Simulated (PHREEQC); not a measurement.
A solution holds 0.0083 mol/kgw NiSO4 and 0.0013 mol/kgw NiCl2, at 44 °C. It is in equilibrium with CO2 at log p = -3.4 (atm). Otherwise closed; pH follows from the charge balance.

All values are PHREEQC results (ion-association model, wateq4f.dat), not measurements.

**Question.** The ionic strength comes out as 0.0268 mol/kgw. What activity coefficients do SO4-2, Ni+2, NiCl+, HCO3-, H+ get?

**Answer.** SO4-2 0.53, Ni+2 0.52, NiCl+ 0.85, HCO3- 0.86, H+ 0.87.

Precipitation was switched off in this run. Species that the database lacks are ignored. Away from 25 °C the constants follow the database's enthalpies or fits; those with neither stay at their 25 °C values.
